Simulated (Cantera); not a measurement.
What does this Cantera script print?

```python
import numpy as np
import cantera as ct

gas_names = """
    B BH BH2 BH3 BN BO BO2 B2 B2O B2O2 B2O3 B3O3H3 H HBO HBO2 HNO HNO2 HNO3 HO2 H2 H2O H2O2 H3B3O6 N NH
    NH2 NH3 NH2OH NO NO2 NO3 N2 N2H2 N2H4 N2O O OH O2 O3
""".split()
cond_names = """
    B(b) B(L) BN(s) B2O3(L) B3O3H3(cr) H2O(s) H2O(L)
""".split()


# ... load() reads the species with a 1 bar reference pressure and builds the phases ...
atoms = {
    'borazine': {'B': 3, 'N': 3, 'H': 6},
    'H2O': {'H': 2, 'O': 1},
}
top_T = {'BN(s)': 3200}  # K; cautious upper limits of use, not melting points


# ... equilibrate(T, P, feed) seeds the gas with the atoms and calls Mixture.equilibrate('TP', solver="vcs", rtol=1e-11, max_steps=5000) ...
results = []
feed = {'borazine': 1, 'H2O': 3.5}  # mol
P = 17000  # Pa
for T in [1075, 1175, 1275, 1375, 1475, 1575, 1675, 1775, 1875, 1975, 2075, 2175, 2275]:
    mix = equilibrate(T, P, feed)
    results.append((T, P, feed, dict(zip(mix.species_names, mix.species_moles))))

top = {s: max(r[3][s] / sum(r[3][g] for g in gas_names) for r in results) for s in gas_names}
cols = sorted((s for s in top if top[s] > 1e-05), key=lambda s: -top[s])[:9]
seen = [c for c in cond_names if any(r[3].get(c, 0) > 1e-12 for r in results)]
print("log10 of partial pressures in bar; condensed amounts in mol")
print(f"{'T/K':>10s}" + "".join(f"{s[:9]:>10s}" for s in cols + seen))
for T, P, feed, n in results:
    ng = sum(n[g] for g in gas_names)
    print(f"{T:10.4g}" + "".join(f"{np.log10(max(n[s] / ng * P / 1e5, 1e-99)):10.3f}" for s in cols)
          + "".join(f"{n.get(c, 0):10.4g}" for c in seen))
```

Output:

```
log10 of partial pressures in bar; condensed amounts in mol
       T/K        H2        N2       HBO      B2O3      B2O2        BO      HBO2         H       H2O     BN(s)   B2O3(L)
      1075    -0.842    -1.589    -7.961   -10.029   -13.502   -13.611    -5.648    -8.254    -3.398    0.6787     1.161
      1175    -0.842    -1.589    -6.757    -8.399   -11.307   -11.584    -4.947    -7.333    -3.417    0.6783     1.161
      1275    -0.842    -1.589    -5.747    -7.036    -9.466    -9.881    -4.363    -6.554    -3.437    0.6783      1.16
      1375    -0.842    -1.589    -4.888    -5.881    -7.900    -8.431    -3.871    -5.886    -3.457     0.679     1.157
      1475    -0.843    -1.590    -4.149    -4.890    -6.553    -7.182    -3.452    -5.309    -3.477    0.6809     1.149
      1575    -0.845    -1.592    -3.508    -4.031    -5.382    -6.096    -3.091    -4.804    -3.498    0.6836     1.128
      1675    -0.851    -1.595    -2.948    -3.280    -4.356    -5.143    -2.779    -4.361    -3.523    0.6824     1.069
      1775    -0.869    -1.602    -2.459    -2.618    -3.448    -4.299    -2.512    -3.973    -3.560    0.6569    0.8872
      1875    -0.923    -1.617    -2.041    -2.031    -2.637    -3.547    -2.297    -3.645    -3.636    0.5213    0.2737
      1975    -0.961    -1.599    -1.833    -2.004    -2.254    -3.044    -2.427    -3.344    -3.848    0.2528         0
      2075    -0.982    -1.575    -1.723    -2.182    -2.076    -2.675    -2.656    -3.066    -4.061         0         0
      2175    -0.988    -1.578    -1.719    -2.203    -2.120    -2.443    -2.615    -2.805    -3.896         0         0
      2275    -0.995    -1.582    -1.725    -2.230    -2.177    -2.241    -2.577    -2.569    -3.738         0         0
```

Equilibrium computed with Cantera from the NASA thermochemical tables; the gas is ideal and each condensed phase is pure. The feed counts by its element totals alone. Mutual solubility and eutectic melting of coexisting phases are not modelled. The tables' values for BH2 are old estimates; treat these amounts as uncertain. Gases not in the tables: H3BO3.
